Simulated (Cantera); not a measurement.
**Premixed flame**

A freely propagating, adiabatic, planar premixed flame of 51.9 % H₂, 13.0 % O₂, 35.0 % N₂, 0.104 % H₂O, equivalence ratio 2.0, unburnt at 625 K and 0.444 atm; mixture-averaged transport, grid criteria slope 0.08 and curve 0.16, no radiation.

Computed with Cantera and the H2/O2 subset of GRI-Mech 3.0, which has no nitrogen chemistry. Burning velocities carry a grid error of a few per cent, more on coarse grids.

```json
[
 {"z (mm)": "-3.64", "T (K)": "625", "u (m/s)": "10.6", "x H₂": "0.519", "x O₂": "0.130", "x HO₂": "<1e-8", "x OH": "<1e-8", "x O": "<1e-8", "x H₂O₂": "<1e-8"},
 {"z (mm)": "-2.43", "T (K)": "625", "u (m/s)": "10.6", "x H₂": "0.519", "x O₂": "0.130", "x HO₂": "<1e-8", "x OH": "<1e-8", "x O": "<1e-8", "x H₂O₂": "<1e-8"},
 {"z (mm)": "-1.82", "T (K)": "625", "u (m/s)": "10.6", "x H₂": "0.519", "x O₂": "0.130", "x HO₂": "<1e-8", "x OH": "<1e-8", "x O": "<1e-8", "x H₂O₂": "<1e-8"},
 {"z (mm)": "-1.21", "T (K)": "625", "u (m/s)": "10.6", "x H₂": "0.519", "x O₂": "0.130", "x HO₂": "8.38e-7", "x OH": "<1e-8", "x O": "<1e-8", "x H₂O₂": "<1e-8"},
 {"z (mm)": "-0.607", "T (K)": "639", "u (m/s)": "10.9", "x H₂": "0.517", "x O₂": "0.130", "x HO₂": "0.000131", "x OH": "5.46e-5", "x O": "1.29e-5", "x H₂O₂": "1.02e-6"},
 {"z (mm)": "-0.303", "T (K)": "809", "u (m/s)": "13.5", "x H₂": "0.486", "x O₂": "0.125", "x HO₂": "8.59e-5", "x OH": "0.000486", "x O": "0.000392", "x H₂O₂": "2.06e-6"},
 {"z (mm)": "0", "T (K)": "1227", "u (m/s)": "19.9", "x H₂": "0.340", "x O₂": "0.0735", "x HO₂": "3.50e-5", "x OH": "0.00322", "x O": "0.00544", "x H₂O₂": "1.09e-6"},
 {"z (mm)": "0.303", "T (K)": "1504", "u (m/s)": "24.2", "x H₂": "0.228", "x O₂": "0.0113", "x HO₂": "5.41e-6", "x OH": "0.00579", "x O": "0.00487", "x H₂O₂": "6.70e-7"},
 {"z (mm)": "0.607", "T (K)": "1613", "u (m/s)": "25.8", "x H₂": "0.219", "x O₂": "0.00269", "x HO₂": "1.23e-6", "x OH": "0.00662", "x O": "0.00352", "x H₂O₂": "4.82e-7"},
 {"z (mm)": "1.21", "T (K)": "1733", "u (m/s)": "27.5", "x H₂": "0.228", "x O₂": "0.00164", "x HO₂": "6.96e-7", "x OH": "0.00770", "x O": "0.00314", "x H₂O₂": "3.32e-7"},
 {"z (mm)": "2.43", "T (K)": "1870", "u (m/s)": "29.3", "x H₂": "0.239", "x O₂": "0.00130", "x HO₂": "5.17e-7", "x OH": "0.00850", "x O": "0.00264", "x H₂O₂": "1.96e-7"},
 {"z (mm)": "4.85", "T (K)": "2013", "u (m/s)": "31.2", "x H₂": "0.252", "x O₂": "0.000927", "x HO₂": "3.64e-7", "x OH": "0.00869", "x O": "0.00197", "x H₂O₂": "1.07e-7"},
 {"z (mm)": "9.71", "T (K)": "2150", "u (m/s)": "33.0", "x H₂": "0.263", "x O₂": "0.000580", "x HO₂": "2.44e-7", "x OH": "0.00808", "x O": "0.00128", "x H₂O₂": "5.79e-8"}
]
```
x: mole fraction of selected species; z is measured from the peak of heat release.

The laminar burning velocity is 1060 cm/s, the thermal thickness comes out as 1.21 mm and the peak x(HO₂) comes out as 0.000135. The peak x(OH) is 0.00871. The peak x(O) comes out as 0.00646. The peak x(H₂O₂) is 2.32e-6.
